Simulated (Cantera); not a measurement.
Input: 1 mol LiCl, 4.7 mol H2, equilibrated at 1727 °C and 4.30 Pa.

Method: chemical equilibrium by Gibbs-energy minimisation in Cantera with the NASA 1993 tables (ideal gas, pure condensed phases). Candidate condensed phases: Li, LiCl, LiH; 11 gas species. Rates play no part.

### Question
What is the equilibrium state?

### Answer
```
Property                             Result
--------------------------------  ---------
x(H2)                                 0.621
x(H)                                  0.195
x(LiCl)                               0.127
x(Li)                                0.0282
x(HCl)                               0.0229
x(Cl)                               0.00536
x(LiH)                              6.07e-6
gas amount                        6.437 mol
log10 activity of Li(l) (absent)      -6.79
```
